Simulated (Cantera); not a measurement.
Input (Python, Cantera):

```python
import numpy as np
import cantera as ct

gas = ct.Solution("gri30.yaml")
gas.TPX = 1525, 101325, {'CH2O': 0.0021, 'O2': 0.028, 'N2': 1}
inlet = ct.Reservoir(gas, clone=True)

reactor = ct.IdealGasConstPressureReactor(gas, energy="off", clone=False)
exhaust = ct.Reservoir(gas, clone=True)
tau = [2.8, 1.2, 0.55, 0.25, 0.11, 0.049, 0.022, 0.0098, 0.0044][0]
for a, b in ((inlet, reactor), (reactor, exhaust)):
    ct.MassFlowController(a, b, mdot=lambda t: reactor.mass / tau)
net = ct.ReactorNet([reactor])
show = ['CH2O', 'O2', 'H2O', 'CO', 'HCN', 'O', 'CO2']

rows = []
print(f"{'tau/s':>10s}{'T/K':>9s}" + "".join(f"{s:>11s}" for s in show))
for tau in [2.8, 1.2, 0.55, 0.25, 0.11, 0.049, 0.022, 0.0098, 0.0044]:
    net.initial_time = 0.0
    net.advance(30 * tau)
    before = gas.X
    net.advance(40 * tau)
    drift = np.max(np.abs(gas.X - before) / (gas.X + 1e-9))
    rows.append([gas.T, *gas[show].X, drift])
    print(f"{tau:10.3e}{gas.T:9.1f}" + "".join(f"{x:11.3e}" for x in gas[show].X))
```

It prints:

```
     tau/s      T/K       CH2O         O2        H2O         CO        HCN          O        CO2
 2.800e+00   1525.0  1.310e-07  2.514e-02  2.025e-03  1.037e-05  1.059e-17  9.080e-06  2.028e-03
 1.200e+00   1525.0  2.301e-07  2.514e-02  2.021e-03  1.878e-05  2.584e-17  1.477e-05  2.020e-03
 5.500e-01   1525.0  3.810e-07  2.514e-02  2.017e-03  3.228e-05  5.621e-17  2.327e-05  2.006e-03
 2.500e-01   1525.0  6.247e-07  2.514e-02  2.010e-03  5.543e-05  1.171e-16  3.699e-05  1.982e-03
 1.100e-01   1525.0  1.029e-06  2.514e-02  2.001e-03  9.636e-05  2.369e-16  5.984e-05  1.941e-03
 4.900e-02   1525.0  1.663e-06  2.516e-02  1.989e-03  1.637e-04  4.507e-16  9.511e-05  1.873e-03
 2.200e-02   1525.0  2.666e-06  2.518e-02  1.972e-03  2.710e-04  8.328e-16  1.470e-04  1.764e-03
 9.800e-03   1525.0  4.350e-06  2.522e-02  1.949e-03  4.372e-04  1.587e-15  2.178e-04  1.596e-03
 4.400e-03   1525.0  7.361e-06  2.530e-02  1.919e-03  6.721e-04  3.273e-15  2.970e-04  1.358e-03
```

Detailed kinetics in Cantera: GRI-Mech 3.0 (53 species, 325 reactions).
